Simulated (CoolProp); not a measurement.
Vapour-liquid equilibrium of R143a (1) + propane (2) at 3.39 bar; x and y are mole fractions of (1).

Values from CoolProp's multi-fluid Helmholtz-energy mixture model, Lemmon and Jacobsen 2000 and Lemmon 2009; pair parameters Bell 2016.

| x | bubble temperature, mixture model (°C) | bubble temperature, Raoult's law (°C) | y, mixture model | y, Raoult's law |
|---|---|---|---|---|
| 0.05 | ___ | -11.0 | ___ | 0.064 |
| 0.2 | -21.3 | -12.3 | 0.398 | 0.245 |
| 0.35 | ___ | -13.5 | 0.488 | 0.411 |
| 0.5 | -24.0 | -14.6 | ___ | 0.564 |
| 0.65 | -24.0 | -15.7 | 0.610 | 0.706 |
| 0.8 | ___ | -16.7 | 0.707 | 0.838 |
| 0.95 | ___ | -17.7 | ___ | 0.961 |

Q: What belongs in the gaps?

A: 
- 0.05, bubble temperature, mixture model (°C): -15.1
- 0.05, y, mixture model: 0.170
- 0.35, bubble temperature, mixture model (°C): -23.3
- 0.5, y, mixture model: 0.547
- 0.8, bubble temperature, mixture model (°C): -23.0
- 0.95, bubble temperature, mixture model (°C): -19.9
- 0.95, y, mixture model: 0.896

The largest gap from Raoult's law is -9.8 K in bubble temperature, at x = 0.35. y crosses x between x = 0.5 and 0.65: the model has an azeotrope there.

Pair parameters are fitted to limited data, so mixtures are less certain than the pure fluids.
